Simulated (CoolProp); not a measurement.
Saturated liquid density (kg/m³) of R236FA: the reference equation beside estimates from Tc = 398.1 K, pc = 3.191 MPa, ω = 0.377.

The numbers come from the reference Helmholtz-energy equation of state, Pan 2012 in CoolProp.

| T (K) | reference | Redlich-Kwong | Soave-Redlich-Kwong |
|---|---|---|---|
| 276.5 | 1431 | 1220 | 1294 |
| 285.1 | 1403 | 1192 | 1267 |
| 293.7 | 1375 | 1162 | 1239 |
| 302.3 | 1345 | 1131 | 1209 |
| 310.9 | 1315 | 1098 | 1176 |
| 319.5 | 1283 | 1063 | 1141 |
| 328.1 | 1249 | 1026 | 1104 |
| 336.7 | 1213 | 987.0 | 1063 |
| 345.3 | 1174 | 944.7 | 1018 |
| 353.9 | 1132 | 898.9 | 968.2 |
| 362.5 | 1085 | 848.5 | 912.8 |

Absolute difference from the reference over all 11 rows, mean and median: Redlich-Kwong 17.6 and 17.1 %, Soave-Redlich-Kwong 11.7 and 11.1 %.
